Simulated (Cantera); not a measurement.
Input: 1 mol MgCl₂, 0.073 mol H₂O, 5.4 mol N₂, equilibrated at 1.73 Torr.

Cantera equilibrium calculation (NASA polynomials, part measured and part estimated; ideal gas, pure solids and liquids). Candidate condensed phases: H₂O, Mg, MgCl₂, MgO, Mg(OH)₂, NH₄Cl; 38 gas species. Rates play no part.

log p: log10 of the partial pressure in bar; n: condensed amount in mol.

```
T (K)  log p N₂  log p MgCl₂  log p Cl  log p Mg  log p HCl  log p MgCl  log p H  n MgO(s)
-----  --------  -----------  --------  --------  ---------  ----------  -------  --------
1500      -2.72        -3.48     -5.99     -7.96      -4.29       -7.57    -7.91    0.0729
1550      -2.72        -3.48         …         …      -4.30           …        …    0.0728
1600      -2.72        -3.48     -5.65     -6.92      -4.30       -6.89    -7.29    0.0728
1650      -2.72        -3.48     -5.48     -6.47      -4.31       -6.59    -7.01    0.0727
1700      -2.72        -3.48         …         …      -4.31           …        …    0.0726
1750      -2.72        -3.49     -5.13     -5.75      -4.32       -6.10    -6.56    0.0724
1800      -2.72        -3.49     -4.95     -5.47      -4.32       -5.90    -6.38    0.0723
1850      -2.72        -3.50     -4.77     -5.22      -4.32       -5.72    -6.21    0.0720
1900      -2.72        -3.50     -4.59     -5.00      -4.33       -5.56    -6.06    0.0716
1950      -2.72        -3.52     -4.41     -4.80      -4.33       -5.41    -5.92    0.0710
2000      -2.73        -3.53     -4.25     -4.62      -4.34       -5.28    -5.79    0.0699
2050      -2.73        -3.56     -4.10     -4.45      -4.35       -5.16    -5.67    0.0673
2100      -2.74        -3.59     -3.96     -4.29      -4.37       -5.05    -5.56    0.0611
2150      -2.75        -3.64     -3.83     -4.13      -4.39       -4.96    -5.45    0.0453
```

Some entries are withheld; supply them.


- 1700, log p Cl: -5.31
- 1700, log p Mg: -6.08
- 1700, log p MgCl: -6.33
- 1700, log p H: -6.77
- 1550, log p Cl: -5.82
- 1550, log p Mg: -7.41
- 1550, log p MgCl: -7.21
- 1550, log p H: -7.58
